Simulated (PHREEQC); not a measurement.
**Ultrapure water in contact with air or piping: speciation**

Model water analysis in mg/L, 5 °C, pH 6.65, pe 9.5:

```csv
constituent,mg/L
Na,0.221
K,0.0347
Ca,0.0393
Mg,0.0234
Cl,0.0595
S(6) as SO4,0.494
Alkalinity as HCO3,0.144
Cd,0.00595
```

Valence states are taken as typed.

All values are PHREEQC results (ion-association model, phreeqc.dat), not measurements.

* **ionic strength**: 2.18e-5 mol/kgw
* **charge-balance error**: 0.6 %

| species | molality | activity | log γ |
|---|---|---|---|
| Na+ | 9.61e-6 | 9.56e-6 | -0.002 |
| SO4-2 | 5.14e-6 | 5.03e-6 | -0.009 |
| HCO3- | 2.58e-6 | 2.56e-6 | -0.002 |
| CO2 | 1.88e-6 | 1.88e-6 | 0.000 |
| Cl- | 1.68e-6 | 1.67e-6 | -0.002 |
| Ca+2 | 9.80e-7 | 9.59e-7 | -0.009 |
| Mg+2 | 9.62e-7 | 9.42e-7 | -0.009 |
| K+ | 8.87e-7 | 8.83e-7 | -0.002 |

No solid was allowed to form. Species that the database lacks are ignored. At this temperature some constants are extrapolated from 25 °C, and those without enthalpy data are left unchanged.
